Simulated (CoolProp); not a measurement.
Saturation properties of carbonyl sulfide.

Model: reference Helmholtz-energy equation of state, Lemmon 2006, in CoolProp. It is a short technical equation, of lower accuracy than the large ones.

```json
[
 {"T (°C)": "-2.25", "p (kPa)": "607.9", "liquid density (kg/m³)": "1064", "enthalpy of vaporisation (kJ/kg)": "272.3", "liquid cp (kJ/(kg K))": "1.270", "vapour Z": "0.9013"},
 {"T (°C)": "0.95", "p (kPa)": "668.9", "liquid density (kg/m³)": "1056", "enthalpy of vaporisation (kJ/kg)": "269.4", "liquid cp (kJ/(kg K))": "1.279", "vapour Z": "0.8946"},
 {"T (°C)": "4.15", "p (kPa)": "734.3", "liquid density (kg/m³)": "1048", "enthalpy of vaporisation (kJ/kg)": "266.4", "liquid cp (kJ/(kg K))": "1.289", "vapour Z": "0.8876"},
 {"T (°C)": "7.45", "p (kPa)": "806.5", "liquid density (kg/m³)": "1039", "enthalpy of vaporisation (kJ/kg)": "263.3", "liquid cp (kJ/(kg K))": "1.300", "vapour Z": "0.8801"},
 {"T (°C)": "10.65", "p (kPa)": "881.4", "liquid density (kg/m³)": "1030", "enthalpy of vaporisation (kJ/kg)": "260.2", "liquid cp (kJ/(kg K))": "1.311", "vapour Z": "0.8725"},
 {"T (°C)": "13.85", "p (kPa)": "961.3", "liquid density (kg/m³)": "1022", "enthalpy of vaporisation (kJ/kg)": "257.0", "liquid cp (kJ/(kg K))": "1.322", "vapour Z": "0.8647"},
 {"T (°C)": "17.15", "p (kPa)": "1049", "liquid density (kg/m³)": "1013", "enthalpy of vaporisation (kJ/kg)": "253.6", "liquid cp (kJ/(kg K))": "1.335", "vapour Z": "0.8562"},
 {"T (°C)": "20.35", "p (kPa)": "1140", "liquid density (kg/m³)": "1004", "enthalpy of vaporisation (kJ/kg)": "250.2", "liquid cp (kJ/(kg K))": "1.348", "vapour Z": "0.8477"},
 {"T (°C)": "23.55", "p (kPa)": "1236", "liquid density (kg/m³)": "994.5", "enthalpy of vaporisation (kJ/kg)": "246.7", "liquid cp (kJ/(kg K))": "1.363", "vapour Z": "0.8389"},
 {"T (°C)": "26.85", "p (kPa)": "1341", "liquid density (kg/m³)": "984.9", "enthalpy of vaporisation (kJ/kg)": "243.0", "liquid cp (kJ/(kg K))": "1.378", "vapour Z": "0.8295"},
 {"T (°C)": "30.05", "p (kPa)": "1449", "liquid density (kg/m³)": "975.3", "enthalpy of vaporisation (kJ/kg)": "239.3", "liquid cp (kJ/(kg K))": "1.395", "vapour Z": "0.8200"}
]
```

It boils at -50.2 °C under 1 atm.
